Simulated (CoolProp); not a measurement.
Values from CoolProp's reference Helmholtz-energy equation of state, Thol 2017.

### Question
Give the vapour pressure (MPa), vapour Z, surface tension (mN/m) of saturated decamethyltetrasiloxane (MD2M) at 284.4, 305.4 K.

### Answer
```csv
T (K),p (MPa),vapour Z,surface tension (mN/m)
284.4,1.63e-5,1.000,18.4
305.4,9.19e-5,1.000,16.7
```

Surface tension comes from a separate correlation (Mulero 2014), older than this fluid's equation and unchecked against measurements.
